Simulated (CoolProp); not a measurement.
Properties of nitrous oxide along the isotherm -85.85 °C (Tc = 36.4 °C, pc = 7.245 MPa, ω = 0.161).

Values from CoolProp's reference Helmholtz-energy equation of state, Lemmon 2006. It is a short technical equation, of lower accuracy than the large ones.

```
p (MPa)   phase  cp (kJ/(kg K))  fugacity coefficient
-------  ------  --------------  --------------------
0.0115      gas          0.7499                0.9974
0.0204      gas          0.7533                0.9953
0.0362      gas          0.7603                0.9917
0.0644      gas          0.7754                0.9851
0.115       gas          0.8116                0.9731
0.204    liquid           1.721                0.5644
0.362    liquid           1.720                0.3192
0.644    liquid           1.719                0.1806
1.15     liquid           1.718                0.1023
2.04     liquid           1.715               0.05888
```
